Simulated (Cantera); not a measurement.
**Ammonia decomposition in nitride growth gas**

An isothermal, constant-pressure homogeneous reactor starts with NH₃ : N₂ = 1 : 23 (molar parts), at 2400 K and 18.8 Torr.

Cantera simulation using the gas-phase N/H chemistry of the illustrative SiF4/NH3 mechanism in the Surface Chemkin manual (1991); the numbers are that mechanism's predictions, not measurements. Walls and surfaces, which speed up NH3 decomposition in real reactors, are not modelled.

| t (s) | x NH₃ | x N₂H₂ | x NH | x N₂ | x H₂ | x N | x H |
|---|---|---|---|---|---|---|---|
| 1.00e-6 | 0.0417 | <1e-12 | <1e-12 | 0.958 | 9.61e-9 | <1e-12 | 4.01e-7 |
| 5.29e-6 | 0.0417 | <1e-12 | 4.28e-11 | 0.958 | 2.50e-7 | <1e-12 | 1.92e-6 |
| 2.79e-5 | 0.0416 | 4.26e-11 | 4.74e-9 | 0.958 | 5.10e-6 | 2.43e-12 | 6.38e-6 |
| 0.000148 | 0.0416 | 2.94e-9 | 3.05e-7 | 0.958 | 5.21e-5 | 1.42e-9 | 8.70e-6 |
| 0.000781 | 0.0410 | 1.64e-7 | 8.71e-6 | 0.958 | 0.000341 | 1.59e-7 | 1.21e-5 |
| 0.00413 | 0.0369 | 1.87e-6 | 5.80e-5 | 0.956 | 0.00536 | 4.63e-6 | 9.67e-5 |
| 0.0218 | 0.0196 | 6.96e-7 | 6.10e-5 | 0.948 | 0.0310 | 1.46e-5 | 0.000306 |
| 0.115 | 0.00130 | 2.44e-8 | 1.98e-5 | 0.940 | 0.0576 | 1.15e-5 | 0.000937 |
| 0.609 | 8.50e-7 | 1.71e-12 | 4.13e-7 | 0.938 | 0.0573 | 1.34e-6 | 0.00504 |
| 3.22 | 4.23e-9 | <1e-12 | 3.51e-8 | 0.931 | 0.0503 | 4.70e-7 | 0.0183 |
| 17.0 | 2.97e-9 | <1e-12 | 3.98e-8 | 0.930 | 0.0482 | 6.76e-7 | 0.0222 |
| 90.0 | 2.97e-9 | <1e-12 | 3.98e-8 | 0.930 | 0.0482 | 6.76e-7 | 0.0222 |
x: mole fraction; the columns are a selection and need not sum to one.

Equilibrium at this temperature and pressure: NH₃ 2.97e-9, N₂H₂ <1e-12, NH 3.98e-8, N₂ 0.930, H₂ 0.0482, N 6.76e-7, H 0.0222 (gas phase only).
